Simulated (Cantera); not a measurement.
What does this Cantera script print?

```python
import numpy as np
import cantera as ct

gas_names = """
    CL CL2 H HCL H2 Si SiCL SiCL2 SiCL3 SiCL4 SiH SiHCL3 SiH2 SiH2CL2 SiH3 SiH3CL SiH4 Si2 Si3
""".split()
cond_names = """
    Si(cr) Si(L)
""".split()


# ... load() reads the species with a 1 bar reference pressure and builds the phases ...
atoms = {
    'SiH4': {'Si': 1, 'H': 4},
    'HCl': {'H': 1, 'CL': 1},
    'H2': {'H': 2},
}
top_T = {}  # K; cautious upper limits of use, not melting points


# ... equilibrate(T, P, feed) seeds the gas with the atoms and calls Mixture.equilibrate('TP', solver="vcs", rtol=1e-11, max_steps=5000) ...
results = []
feed = {'SiH4': 1, 'HCl': 1.8, 'H2': 3.4}  # mol
P = 101325  # Pa
for T in [1198, 1248, 1298, 1348, 1398, 1448, 1498, 1548, 1598, 1648, 1698, 1748, 1798]:
    mix = equilibrate(T, P, feed)
    results.append((T, P, feed, dict(zip(mix.species_names, mix.species_moles))))
    x = sorted(zip(gas.X, gas.species_names), reverse=True)
    print(f"T = {T:g} K  P = {P:g} Pa  gas = {mix.phase_moles(0):.4g} mol")
    print("   x: " + "  ".join(f"{s} {v:.3e}" for v, s in x if v > 1e-06))
    print("   condensed (mol): " + ("  ".join(f"{mix.phase(i).name} {mix.phase_moles(i):.4g}"
          for i in range(1, mix.n_phases) if mix.phase_moles(i) > 1e-12) or "none"))
```

It prints:

```
T = 1198 K  P = 101325 Pa  gas = 6.78 mol
   x: H2 8.976e-01  HCL 3.535e-02  SiCL4 3.449e-02  SiHCL3 2.356e-02  SiCL3 3.574e-03  SiCL2 3.277e-03  SiH2CL2 2.103e-03  SiH3CL 5.135e-05
   condensed (mol): Si(cr) 0.5454
T = 1248 K  P = 101325 Pa  gas = 6.812 mol
   x: H2 8.894e-01  HCL 4.537e-02  SiCL4 3.100e-02  SiHCL3 2.140e-02  SiCL2 5.811e-03  SiCL3 4.997e-03  SiH2CL2 2.007e-03  SiH3CL 5.221e-05
   condensed (mol): Si(cr) 0.5554
T = 1298 K  P = 101325 Pa  gas = 6.852 mol
   x: H2 8.799e-01  HCL 5.636e-02  SiCL4 2.677e-02  SiHCL3 1.886e-02  SiCL2 9.606e-03  SiCL3 6.559e-03  SiH2CL2 1.872e-03  SiH3CL 5.221e-05
   condensed (mol): Si(cr) 0.5634
T = 1348 K  P = 101325 Pa  gas = 6.898 mol
   x: H2 8.696e-01  HCL 6.775e-02  SiCL4 2.198e-02  SiHCL3 1.601e-02  SiCL2 1.481e-02  SiCL3 8.052e-03  SiH2CL2 1.699e-03  SiH3CL 5.128e-05  H 2.143e-06
   condensed (mol): Si(cr) 0.5681
T = 1398 K  P = 101325 Pa  gas = 6.949 mol
   x: H2 8.591e-01  HCL 7.882e-02  SiCL2 2.130e-02  SiCL4 1.699e-02  SiHCL3 1.300e-02  SiCL3 9.204e-03  SiH2CL2 1.495e-03  SiH3CL 4.941e-05  H 4.357e-06
   condensed (mol): Si(cr) 0.5689
T = 1448 K  P = 101325 Pa  gas = 7 mol
   x: H2 8.492e-01  HCL 8.880e-02  SiCL2 2.859e-02  SiCL4 1.228e-02  SiHCL3 1.004e-02  SiCL3 9.774e-03  SiH2CL2 1.271e-03  SiH3CL 4.671e-05  H 8.438e-06
   condensed (mol): Si(cr) 0.5659
T = 1498 K  P = 101325 Pa  gas = 7.048 mol
   x: H2 8.406e-01  HCL 9.706e-02  SiCL2 3.594e-02  SiCL3 9.662e-03  SiCL4 8.295e-03  SiHCL3 7.388e-03  SiH2CL2 1.045e-03  SiH3CL 4.340e-05  H 1.565e-05  CL 1.457e-06  SiH2 1.227e-06
   condensed (mol): Si(cr) 0.5604
T = 1548 K  P = 101325 Pa  gas = 7.088 mol
   x: H2 8.337e-01  HCL 1.033e-01  SiCL2 4.262e-02  SiCL3 8.969e-03  SiCL4 5.284e-03  SiHCL3 5.207e-03  SiH2CL2 8.361e-04  SiH3CL 3.976e-05  H 2.793e-05  CL 2.765e-06  SiH2 2.273e-06  SiCL 1.754e-06
   condensed (mol): Si(cr) 0.5537
T = 1598 K  P = 101325 Pa  gas = 7.119 mol
   x: H2 8.286e-01  HCL 1.077e-01  SiCL2 4.821e-02  SiCL3 7.926e-03  SiHCL3 3.560e-03  SiCL4 3.225e-03  SiH2CL2 6.557e-04  H 4.813e-05  SiH3CL 3.607e-05  CL 4.951e-06  SiH2 4.055e-06  SiCL 3.664e-06
   condensed (mol): Si(cr) 0.5471
T = 1648 K  P = 101325 Pa  gas = 7.141 mol
   x: H2 8.251e-01  HCL 1.106e-01  SiCL2 5.262e-02  SiCL3 6.772e-03  SiHCL3 2.394e-03  SiCL4 1.922e-03  SiH2CL2 5.087e-04  H 8.036e-05  SiH3CL 3.255e-05  CL 8.445e-06  SiCL 7.212e-06  SiH2 6.993e-06
   condensed (mol): Si(cr) 0.5411
T = 1698 K  P = 101325 Pa  gas = 7.158 mol
   x: H2 8.224e-01  HCL 1.129e-01  SiCL2 5.568e-02  SiCL3 5.672e-03  SiHCL3 1.602e-03  SiCL4 1.142e-03  SiH2CL2 3.912e-04  H 1.303e-04  SiH3CL 2.899e-05  CL 1.391e-05  SiCL 1.335e-05  SiH2 1.149e-05
   condensed (mol): Si(L) 0.538
T = 1748 K  P = 101325 Pa  gas = 7.169 mol
   x: H2 8.190e-01  HCL 1.176e-01  SiCL2 5.631e-02  SiCL3 4.708e-03  SiHCL3 1.076e-03  SiCL4 7.023e-04  SiH2CL2 2.928e-04  H 2.054e-04  SiH3CL 2.435e-05  CL 2.277e-05  SiCL 2.235e-05  SiH2 1.681e-05  SiH 1.742e-06  Si 1.436e-06
   condensed (mol): Si(L) 0.5472
T = 1798 K  P = 101325 Pa  gas = 7.177 mol
   x: H2 8.161e-01  HCL 1.218e-01  SiCL2 5.640e-02  SiCL3 3.899e-03  SiHCL3 7.298e-04  SiCL4 4.364e-04  H 3.160e-04  SiH2CL2 2.210e-04  SiCL 3.620e-05  CL 3.612e-05  SiH2 2.408e-05  SiH3CL 2.059e-05  SiH 3.176e-06  Si 3.044e-06
   condensed (mol): Si(L) 0.5566
```

Method: chemical equilibrium by Gibbs-energy minimisation in Cantera with the NASA 1993 tables (ideal gas, pure condensed phases). The tables' values for SiCl3, SiCl are old estimates; treat these amounts as uncertain. Gases not in the tables: Si2H6 and higher silanes.
